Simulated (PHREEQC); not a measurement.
Nickel, zinc or cadmium bath (model solution)

Solution (20 °C): 0.0068 mol ZnCl2, 7.3e-05 mol KCl and 0.015 mol H2SO4 per kg of water. Closed to the air; pH follows from the charge balance.

The numbers come from PHREEQC with the ion-association model, wateq4f.dat.

Each row changes one thing in this solution. No solid was allowed to form.

```json
[
 {"case": "as made", "pH": "1.70", "ionic strength (mol/kgw)": "0.0449", "HSO4- (mol/kgw)": "0.00660", "SO4-2 (mol/kgw)": "0.00650", "Zn+2 (mol/kgw)": "0.00493", "ZnSO4 (mol/kgw)": "0.00170", "SI of Goslarite (ZnSO4:7H2O)": "-3.12", "SI of Zincite(c) (ZnO)": "-10.63"},
 {"case": "temperature from 20 to 35 °C", "pH": "1.72", "ionic strength (mol/kgw)": "0.0432", "HSO4- (mol/kgw)": "0.00759", "SO4-2 (mol/kgw)": "0.00563", "Zn+2 (mol/kgw)": "0.00495", "ZnSO4 (mol/kgw)": "0.00164", "SI of Goslarite (ZnSO4:7H2O)": "-3.30", "SI of Zincite(c) (ZnO)": "-9.80"},
 {"case": "diluted 2-fold with water", "pH": "1.96", "ionic strength (mol/kgw)": "0.0244", "HSO4- (mol/kgw)": "0.00256", "SO4-2 (mol/kgw)": "0.00412", "Zn+2 (mol/kgw)": "0.00259", "ZnSO4 (mol/kgw)": "0.000765", "SI of Goslarite (ZnSO4:7H2O)": "-3.47", "SI of Zincite(c) (ZnO)": "-10.32"},
 {"case": "KCl left out", "pH": "1.70", "ionic strength (mol/kgw)": "0.0449", "HSO4- (mol/kgw)": "0.00660", "SO4-2 (mol/kgw)": "0.00650", "Zn+2 (mol/kgw)": "0.00493", "ZnSO4 (mol/kgw)": "0.00170", "SI of Goslarite (ZnSO4:7H2O)": "-3.12", "SI of Zincite(c) (ZnO)": "-10.63"},
 {"case": "temperature from 20 to 55 °C", "pH": "[?]", "ionic strength (mol/kgw)": "0.0408", "HSO4- (mol/kgw)": "0.00904", "SO4-2 (mol/kgw)": "0.00441", "Zn+2 (mol/kgw)": "0.00501", "ZnSO4 (mol/kgw)": "0.00145", "SI of Goslarite (ZnSO4:7H2O)": "-3.56", "SI of Zincite(c) (ZnO)": "-8.79"},
 {"case": "KCl replaced by FeCl2 at the same molality", "pH": "1.70", "ionic strength (mol/kgw)": "0.0450", "HSO4- (mol/kgw)": "[?]", "SO4-2 (mol/kgw)": "0.00650", "Zn+2 (mol/kgw)": "0.00493", "ZnSO4 (mol/kgw)": "0.00170", "SI of Goslarite (ZnSO4:7H2O)": "-3.12", "SI of Zincite(c) (ZnO)": "-10.63"},
 {"case": "H2SO4 replaced by KHSO4 at the same molality", "pH": "2.02", "ionic strength (mol/kgw)": "0.0482", "HSO4- (mol/kgw)": "[?]", "SO4-2 (mol/kgw)": "0.00841", "Zn+2 (mol/kgw)": "0.00461", "ZnSO4 (mol/kgw)": "0.00198", "SI of Goslarite (ZnSO4:7H2O)": "-3.05", "SI of Zincite(c) (ZnO)": "-10.01"},
 {"case": "KCl from 7.3e-05 to 6.57e-05 mol/kgw", "pH": "1.70", "ionic strength (mol/kgw)": "0.0449", "HSO4- (mol/kgw)": "0.00660", "SO4-2 (mol/kgw)": "0.00650", "Zn+2 (mol/kgw)": "0.00493", "ZnSO4 (mol/kgw)": "0.00170", "SI of Goslarite (ZnSO4:7H2O)": "-3.12", "SI of Zincite(c) (ZnO)": "-10.63"}
]
```

Q: What belongs in the gaps?

A: 
- temperature from 20 to 55 °C, pH: 1.75
- KCl replaced by FeCl2 at the same molality, HSO4- (mol/kgw): 0.00659
- H2SO4 replaced by KHSO4 at the same molality, HSO4- (mol/kgw): 0.00396

Constants without temperature data keep their 25 °C values here.
